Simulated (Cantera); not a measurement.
A closed system holds: 1 mol SiHCl₃, 0.075 mol C₃H₈, 420 mol H₂, held at 0.0160 bar.

These are equilibrium values from Cantera (NASA tables, ideal gas, pure condensed phases), not measurements of a reactor. Candidate condensed phases: C, C₆H₆, C₇H₈, C₈H₁₈, Si, SiC; 109 gas species. Mutual solubility and eutectic melting of coexisting phases are not modelled. The tables' values for SiCl are old estimates; treat these amounts as uncertain. Gases not in the tables: Si₂H₆ and higher silanes. The numbers say what is thermodynamically allowed, not how fast it happens.

log p: log10 of the partial pressure in bar; n: condensed amount in mol.

```json
[
 {"T (K)": "1125", "log p H₂": "-1.80", "log p H": "-8.25", "log p HCl": "-3.96", "log p Si": "-13.15", "n Si(s)": "0.724", "n SiC(s)": "0.225", "n Si(l)": "0"},
 {"T (K)": "1225", "log p H₂": "-1.80", "log p H": "-7.41", "log p HCl": "-3.96", "log p Si": "-11.46", "n Si(s)": "0.724", "n SiC(s)": "0.225", "n Si(l)": "0"},
 {"T (K)": "1325", "log p H₂": "-1.80", "log p H": "-6.69", "log p HCl": "-3.96", "log p Si": "-10.03", "n Si(s)": "0.720", "n SiC(s)": "0.225", "n Si(l)": "0"},
 {"T (K)": "1425", "log p H₂": "-1.80", "log p H": "-6.07", "log p HCl": "-3.96", "log p Si": "-8.79", "n Si(s)": "0.715", "n SiC(s)": "0.225", "n Si(l)": "0"},
 {"T (K)": "1525", "log p H₂": "-1.80", "log p H": "-5.53", "log p HCl": "-3.96", "log p Si": "-7.72", "n Si(s)": "0.709", "n SiC(s)": "0.225", "n Si(l)": "0"},
 {"T (K)": "1625", "log p H₂": "-1.80", "log p H": "?", "log p HCl": "-3.97", "log p Si": "?", "n Si(s)": "0.697", "n SiC(s)": "0.225", "n Si(l)": "0"},
 {"T (K)": "1725", "log p H₂": "-1.80", "log p H": "-4.63", "log p HCl": "-3.97", "log p Si": "-5.99", "n Si(s)": "0", "n SiC(s)": "0.225", "n Si(l)": "0.665"},
 {"T (K)": "1825", "log p H₂": "-1.80", "log p H": "?", "log p HCl": "-3.96", "log p Si": "?", "n Si(s)": "0", "n SiC(s)": "0.223", "n Si(l)": "?"},
 {"T (K)": "1925", "log p H₂": "-1.80", "log p H": "-3.92", "log p HCl": "-3.97", "log p Si": "-4.76", "n Si(s)": "0", "n SiC(s)": "0.215", "n Si(l)": "0.150"},
 {"T (K)": "2025", "log p H₂": "-1.81", "log p H": "-3.62", "log p HCl": "-3.96", "log p Si": "-4.61", "n Si(s)": "0", "n SiC(s)": "0.188", "n Si(l)": "0"},
 {"T (K)": "2125", "log p H₂": "-1.81", "log p H": "-3.35", "log p HCl": "-3.96", "log p Si": "-4.50", "n Si(s)": "0", "n SiC(s)": "0", "n Si(l)": "0"},
 {"T (K)": "2225", "log p H₂": "-1.82", "log p H": "-3.10", "log p HCl": "-3.97", "log p Si": "-4.48", "n Si(s)": "0", "n SiC(s)": "0", "n Si(l)": "0"}
]
```

### Question
Fill in the missing entries.

### Answer

- 1825, log p H: -4.26
- 1825, log p Si: -5.34
- 1825, n Si(l): 0.554
- 1625, log p H: -5.05
- 1625, log p Si: -6.79
